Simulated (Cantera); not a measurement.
## Adiabatic ignition

An adiabatic, constant-pressure homogeneous reactor starts with 3.37 % CH4, 1.48 % CO, 16.6 % O2, 62.4 % N2, 16.2 % H2O, at 1748 K and 500000 Pa.

Detailed kinetics in Cantera: GRI-Mech 3.0 (53 species, 325 reactions).

| t (s) | T (K) | x CH4 | x CO | x O2 | x CH2CO | x NO2 |
|---|---|---|---|---|---|---|
| 4.00e-6 | 1748 | 0.0336 | 0.0148 | 0.166 | 1.87e-9 | <1e-12 |
| 1.16e-5 | 1748 | 0.0331 | 0.0148 | 0.166 | 6.03e-8 | <1e-12 |
| 3.35e-5 | 1830 | 0.0185 | 0.0205 | 0.152 | 0.000201 | 9.01e-11 |
| 9.70e-5 | 2442 | <1e-12 | 0.00192 | 0.0901 | <1e-12 | 1.02e-7 |
| 0.000281 | 2442 | <1e-12 | 0.00189 | 0.0900 | <1e-12 | 3.56e-7 |
| 0.000812 | 2441 | <1e-12 | 0.00188 | 0.0898 | <1e-12 | 1.08e-6 |
| 0.00235 | 2439 | <1e-12 | 0.00186 | 0.0891 | <1e-12 | 3.03e-6 |
| 0.00681 | 2433 | <1e-12 | 0.00183 | 0.0875 | <1e-12 | 7.52e-6 |
| 0.0197 | 2426 | <1e-12 | 0.00178 | 0.0854 | <1e-12 | 1.35e-5 |
| 0.0570 | 2424 | <1e-12 | 0.00176 | 0.0847 | <1e-12 | 1.54e-5 |
| 0.165 | 2423 | <1e-12 | 0.00176 | 0.0847 | <1e-12 | 1.55e-5 |
| 0.478 | 2423 | <1e-12 | 0.00176 | 0.0847 | <1e-12 | 1.55e-5 |
| 1.38 | 2423 | <1e-12 | 0.00176 | 0.0847 | <1e-12 | 1.55e-5 |
| 4.00 | 2423 | <1e-12 | 0.00176 | 0.0847 | <1e-12 | 1.55e-5 |
x: mole fraction; the columns are a selection and need not sum to one.

| Item | Value |
|---|---|
| time of steepest temperature rise | 37.1 µs |
| temperature at 4.00 s | 2423 K |
| equilibrium temperature | 2423 K |
| x(CH4) at 4.00 s | <1e-12 (gas-phase equilibrium <1e-12) |
| x(CO) at 4.00 s | 0.00176 (gas-phase equilibrium 0.00176) |
| x(O2) at 4.00 s | 0.0847 (gas-phase equilibrium 0.0847) |
